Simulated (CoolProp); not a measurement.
Vapour-liquid equilibrium of R13 (1) + isobutane (2) at -53.75 °C; x and y are mole fractions of (1).

The numbers come from the multi-fluid Helmholtz-energy mixture model, Platzer 1990 and Bücker 2006; pair parameters Bell 2016 in CoolProp. This equation is an older, rougher fit; its heat capacities, sound speeds and derivatives of the liquid may be far off and weren't checked against measurements.

### Question
Give the bubble pressure and the first vapour's composition at x = 0.35, 0.5, 0.65. Is there an azeotrope?

### Answer
x = 0.35: 182.5 kPa, y = 0.942; x = 0.5: 225.1 kPa, y = 0.959; x = 0.65: 262.0 kPa, y = 0.970. No azeotrope shows between x = 0.05 and 0.95.

Pair parameters are fitted to limited data, so mixtures are less certain than the pure fluids. With so large a gap from Raoult's law the liquid may split in two, which this calculation doesn't test in full.
